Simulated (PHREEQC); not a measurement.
Acid rinse or clean (model solution)

Solution (25 °C): 0.0071 mol/kgw HNO3, 0.13 mol/kgw FeCl3 and 0.051 mol/kgw CuCl2. Closed to the air; pH follows from the charge balance.

All values are PHREEQC results (ion-association model, phreeqc.dat), not measurements.

Each row changes one thing in this solution. This is a speciation only: nothing precipitates in the calculation.

```
case                                pH  ionic strength (mol/kgw)  Cl- (mol/kgw)  FeCl+2 (mol/kgw)  Fe+3 (mol/kgw)  FeCl2+ (mol/kgw)  SI of Goethite (FeOOH)  SI of Hematite (Fe2O3)
--------------------------------  ----  ------------------------  -------------  ----------------  --------------  ----------------  ----------------------  ----------------------
as made                           1.85                     0.582          0.364            0.0713          0.0246            0.0225                   +3.86                   +9.72
HNO3 left out                      [?]                     0.582          0.367            0.0692          0.0237            0.0220                   +4.09                  +10.20
temperature from 25 to 80 °C       [?]                       [?]          0.351            0.0913         0.00842           0.00555                   +4.27                  +10.77
CuCl2 left out                     [?]                     0.481          0.285            0.0683          0.0293            0.0181                   +3.77                   +9.55
FeCl3 from 0.13 to 0.195 mol/kgw  1.85                       [?]          0.477             0.111          0.0301            0.0419                   +3.91                   +9.83
```

Q: Some entries are withheld; supply them.

A: 
- HNO3 left out, pH: 1.94
- temperature from 25 to 80 °C, pH: 1.62
- temperature from 25 to 80 °C, ionic strength (mol/kgw): 0.538
- CuCl2 left out, pH: 1.78
- FeCl3 from 0.13 to 0.195 mol/kgw, ionic strength (mol/kgw): 0.747

The ionic strength passes 0.7 mol/kgw, the rough limit of the ion-association models, in FeCl3 from 0.13 to 0.195 mol/kgw. Some of these states are supersaturated (in Hematite (slow to form), Goethite (slow to form), for instance). Away from 25 °C the constants follow the database's enthalpies or fits; those with neither stay at their 25 °C values.
